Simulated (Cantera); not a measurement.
A closed system holds: 1 mol Si, 4.6 mol SF6, 4.4 mol NF3, at 1400 °C and 69.0 Torr.

Equilibrium computed with Cantera from the NASA thermochemical tables; the gas is ideal and each condensed phase is pure. Candidate condensed phases: S, Si, Si3N4; 29 gas species. The tables' values for SF3, SF5 are old estimates; treat these amounts as uncertain. Equilibrium is a limit: real reactors are often held back by kinetics, nucleation or transport.

Task: What is the equilibrium state?

Result: 
| Property | Value |
|---|---|
| x(F) | 0.678 |
| x(SF4) | 0.146 |
| x(N2) | 0.0903 |
| x(SiF4) | 0.0411 |
| x(SF6) | 0.0386 |
| x(SF3) | 0.00283 |
| x(F2) | 0.00142 |
| x(SF5) | 0.000685 |
| x(SF2) | 0.000337 |
| gas amount | 24.35 mol |
| log10 activity of S(l) (absent) | -10.15 |
| log10 activity of Si(s) (absent) | -37.57 |
